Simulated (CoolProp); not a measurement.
Ethane along the isobar 70.6 bar: Z from the reference equation and from simpler models built on Tc = 32.2 °C, pc = 48.72 bar, ω = 0.099; each cubic takes its own stable root.

Values from CoolProp's reference Helmholtz-energy equation of state, Bücker 2006.

```csv
T (°C),phase,reference
-133.55,liquid,0.3043
-84.05,liquid,0.2478
-34.45,liquid,0.2227
15.05,liquid,0.2266
64.65,supercritical,0.5211
114.15,supercritical,0.7600
163.75,supercritical,0.8568
213.35,supercritical,0.9109
```

### Question
How far does each simpler model (van der Waals, Peng-Robinson) lie from the reference over these 8 states: mean and median of the absolute difference, and the worst?

### Answer
- van der Waals: mean 27.3 %, median 26.5 %, worst +52.8 % at -133.55 °C and 70.6 bar
- Peng-Robinson: mean 3.9 %, median 2.2 %, worst -8.3 % at -84.05 °C and 70.6 bar
